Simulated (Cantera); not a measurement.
A closed system holds: 1 mol Si, a varied amount of HBr, equilibrated at 650 °C and 0.790 bar.

Method: chemical equilibrium by Gibbs-energy minimisation in Cantera with the NASA 1993 tables (ideal gas, pure condensed phases). Candidate condensed phases: Br2, Si; 19 gas species. The numbers say what is thermodynamically allowed, not how fast it happens.

Q: At 11 mol HBr, list the 4 most abundant gas species with their mole fractions, and the condensed phases.

A: HBr 0.700, H2 0.200, SiBr4 0.0999, SiHBr3 5.80e-5. Condensed: gas only.
